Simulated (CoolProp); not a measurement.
A closed Brayton cycle with carbon dioxide: compressor inlet 317.15 K and 9.1 MPa, high pressure 20.8 MPa, turbine inlet 905 K, compressor efficiency 0.8, turbine efficiency 0.85, recuperator effectiveness 0.9 (on enthalpy, no pinch check). Each further row changes one setting.

Values from CoolProp's reference Helmholtz-energy equation of state, Span 1996.

| case | thermal efficiency (%) | net work (kJ/kg) | compressor to turbine work | compressor exit (K) | turbine exit (K) |
|---|---|---|---|---|---|
| as stated | ___ | 83.3 | 0.28 | 368.7 | 805.1 |
| turbine inlet 855 K | 30.8 | 76.4 | ___ | 368.7 | 758.5 |
| compressor inlet 327.15 K | ___ | ___ | ___ | 393.8 | 805.1 |
| high pressure 17.7 MPa | ___ | 69.4 | 0.26 | ___ | 824.1 |
| recuperator effectiveness 0.5 | 17.8 | 83.3 | 0.28 | 368.7 | 805.1 |

Q: Fill in the missing entries.

A: 
- as stated, thermal efficiency (%): 32.0
- turbine inlet 855 K, compressor to turbine work: 0.29
- compressor inlet 327.15 K, thermal efficiency (%): 31.1
- compressor inlet 327.15 K, net work (kJ/kg): 73.4
- compressor inlet 327.15 K, compressor to turbine work: 0.36
- high pressure 17.7 MPa, thermal efficiency (%): 29.6
- high pressure 17.7 MPa, compressor exit (K): 358.4
